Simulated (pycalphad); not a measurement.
Computed with pycalphad from the COST 507 light-alloy database (1999), at 1 atm. The database dates from 1999; later assessments differ in places, in temperatures and in the compounds included.

Task: How does the equilibrium phase assembly of Si-31.43Al (wt.%) change on cooling from 2077 °C to 227 °C?

Result: 
| T (°C) | phases above | phases below |
|---|---|---|
| 1222.8 | LIQUID | DIAMOND_A4 + LIQUID |
| 577.0 | DIAMOND_A4 + LIQUID | DIAMOND_A4 + FCC_A1 |
Changes were sought between steps of 50 K, so a narrower field can be missed.

FCC_A1 is fcc; DIAMOND_A4 is diamond (Si).
